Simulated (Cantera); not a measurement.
A freely propagating, adiabatic, planar premixed flame of 40.0 % H₂, 6.88 % O₂, 25.9 % N₂, 27.2 % H₂O, unburnt at 675 K and 0.760 bar; mixture-averaged transport, grid criteria slope 0.08 and curve 0.16, no radiation.

Cantera simulation using the H2/O2 subset of GRI-Mech 3.0, which has no nitrogen chemistry; the numbers are that mechanism's predictions, not measurements. Burning velocities carry a grid error of a few per cent, more on coarse grids.

x: mole fraction of selected species; z is measured from the peak of heat release.

```tsv
z (mm)	T (K)	u (m/s)	x H₂	x O₂	x H₂O	x OH	x HO₂	x O
-1.92	675	5.20	0.400	0.0688	0.272	<1e-8	<1e-8	<1e-8
-1.28	675	5.20	0.400	0.0688	0.272	<1e-8	<1e-8	<1e-8
-0.960	675	5.20	0.400	0.0688	0.272	<1e-8	1.36e-7	<1e-8
-0.640	676	5.20	0.399	0.0689	0.272	<1e-8	6.76e-6	1.24e-8
-0.320	719	5.47	0.391	0.0682	0.278	?	0.000259	1.16e-5
-0.160	879	6.58	0.368	0.0619	0.300	?	0.000182	0.000104
0	1115	8.21	0.329	0.0442	0.342	?	8.52e-5	0.000465
0.160	1292	9.45	0.291	0.0211	0.390	?	3.29e-5	0.000632
0.320	1384	10.1	0.271	0.00741	0.417	0.00111	1.06e-5	0.000385
0.640	1459	10.6	0.264	0.000920	0.431	0.00117	1.23e-6	0.000141
1.28	1518	11.0	0.268	8.07e-5	0.434	?	1.18e-7	7.07e-5
2.56	1568	11.3	0.273	2.54e-5	0.436	?	4.31e-8	3.35e-5
5.12	1603	11.5	0.276	9.92e-6	0.438	?	1.85e-8	1.31e-5
```

Q: Fill in the missing entries.

A: 
- -0.320, x OH: 4.29e-5
- -0.160, x OH: 0.000214
- 0, x OH: 0.000479
- 0.160, x OH: 0.000896
- 1.28, x OH: 0.00103
- 2.56, x OH: 0.000784
- 5.12, x OH: 0.000523
